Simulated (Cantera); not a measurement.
A Cantera script and its output.

```python
import numpy as np
import cantera as ct

gas = ct.Solution("gri30.yaml")
gas.TPX = 1073, 101325, {'N2O': 1, 'O2': 0.16}
inlet = ct.Reservoir(gas, clone=True)

reactor = ct.IdealGasConstPressureReactor(gas, energy="off", clone=False)
exhaust = ct.Reservoir(gas, clone=True)
tau = [11, 4.9, 2.3, 1.1, 0.5, 0.23, 0.11, 0.05, 0.023, 0.011, 0.005][0]
for a, b in ((inlet, reactor), (reactor, exhaust)):
    ct.MassFlowController(a, b, mdot=lambda t: reactor.mass / tau)
net = ct.ReactorNet([reactor])
show = ['N2O', 'O2', 'NO', 'NO2', 'N2', 'O']

rows = []
print(f"{'tau/s':>10s}{'T/K':>9s}" + "".join(f"{s:>11s}" for s in show))
for tau in [11, 4.9, 2.3, 1.1, 0.5, 0.23, 0.11, 0.05, 0.023, 0.011, 0.005]:
    net.initial_time = 0.0
    net.advance(30 * tau)
    before = gas.X
    net.advance(40 * tau)
    drift = np.max(np.abs(gas.X - before) / (gas.X + 1e-9))
    rows.append([gas.T, *gas[show].X, drift])
    print(f"{tau:10.3e}{gas.T:9.1f}" + "".join(f"{x:11.3e}" for x in gas[show].X))
```

Result:

```
     tau/s      T/K        N2O         O2         NO        NO2         N2          O
 1.100e+01   1073.0  5.549e-01  2.248e-01  1.112e-02  1.628e-04  2.091e-01  1.456e-07
 4.900e+00   1073.0  6.843e-01  1.880e-01  6.850e-03  9.881e-05  1.208e-01  1.633e-07
 2.300e+00   1073.0  7.659e-01  1.649e-01  3.831e-03  5.387e-05  6.528e-02  1.737e-07
 1.100e+00   1073.0  8.125e-01  1.518e-01  2.010e-03  2.693e-05  3.364e-02  1.796e-07
 5.000e-01   1073.0  8.386e-01  1.445e-01  9.610e-04  1.162e-05  1.592e-02  1.827e-07
 2.300e-01   1073.0  8.511e-01  1.410e-01  4.532e-04  4.533e-06  7.459e-03  1.842e-07
 1.100e-01   1073.0  8.568e-01  1.394e-01  2.195e-04  1.627e-06  3.597e-03  1.849e-07
 5.000e-02   1073.0  8.596e-01  1.386e-01  1.005e-04  4.670e-07  1.642e-03  1.851e-07
 2.300e-02   1073.0  8.610e-01  1.382e-01  4.643e-05  1.196e-07  7.565e-04  1.852e-07
 1.100e-02   1073.0  8.615e-01  1.381e-01  2.224e-05  3.013e-08  3.620e-04  1.851e-07
 5.000e-03   1073.0  8.618e-01  1.380e-01  1.011e-05  6.546e-09  1.645e-04  1.849e-07
```

Model: GRI-Mech 3.0 (53 species, 325 reactions), integrated in Cantera. GRI-Mech 3.0 was tuned for natural gas; its chemistry of N2O as a main component is partial and can be far from experiment. The mechanism lacks the step 2 NO + O2 → 2 NO2, which can matter for NO2 below about 1400 K. The temperature is held fixed by assumption; the heat of reaction is taken as removed at once.
